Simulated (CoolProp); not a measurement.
n-perfluorohexane along the isotherm 450 K: Z from the reference equation and from simpler models built on Tc = 448.0 K, pc = 1.742 MPa, ω = 0.497; each cubic takes its own stable root.

Values from CoolProp's reference Helmholtz-energy equation of state, Gao 2022.

```
p (MPa)          phase  reference
-------  -------------  ---------
0.00826            gas     0.9984
0.0139             gas     0.9972
0.0235             gas     0.9953
0.0397             gas     0.9921
0.067              gas     0.9866
0.113              gas     0.9773
0.191              gas     0.9611
0.322              gas     0.9331
0.544              gas     0.8826
0.917              gas     0.7862
1.55               gas     0.5508
2.61     supercritical     0.2294
```

**Question.** How far does each simpler model (van der Waals, Redlich-Kwong, Soave-Redlich-Kwong, Peng-Robinson) lie from the reference over these 12 states: mean and median of the absolute difference, and the worst?

**Answer.** 
- van der Waals: mean 6.0 %, median 0.5 %, worst +52.6 % at 450 K and 2.61 MPa
- Redlich-Kwong: mean 2.9 %, median 0.1 %, worst +27.0 % at 450 K and 2.61 MPa
- Soave-Redlich-Kwong: mean 3.0 %, median 0.1 %, worst +27.9 % at 450 K and 2.61 MPa
- Peng-Robinson: mean 1.6 %, median 0.2 %, worst +15.5 % at 450 K and 2.61 MPa
